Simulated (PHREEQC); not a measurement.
Dissolve 2.4 mol/kgw K2CO3, 3 mol/kgw KCl and 0.0007 mol/kgw H4SiO4 at 25 °C. Closed to the air; pH follows from the charge balance.

All values are PHREEQC results (Pitzer model, pitzer.dat), not measurements.

```json
[
 {"quantity": "pH", "before": "12.44", "after": "6.20"},
 {"quantity": "ionic strength (mol/kgw)", "before": "10.2", "after": "3.00"},
 {"quantity": "H3SiO4- (mol/kgw)", "before": "7.24e-5", "after": "4.80e-7"},
 {"quantity": "H4SiO4 (mol/kgw)", "before": "4.99e-8", "after": "0.000700"},
 {"quantity": "SI of Sylvite (KCl)", "before": "+0.09", "after": "-0.44"},
 {"quantity": "SI of SiO2(a) (SiO2)", "before": "-4.36", "after": "-0.39"}
]
```

Q: What was changed between the two runs?
A. diluted 5-fold with water
B. K2CO3 left out
C. H4SiO4 from 0.0007 to 0.00014 mol/kgw
D. K2CO3 replaced by KBr at the same molality

A: B, K2CO3 left out

No solid was allowed to form. Some of these states are supersaturated (in Sylvite, for instance). In brines, pH and single-ion activities rest on the MacInnes convention.
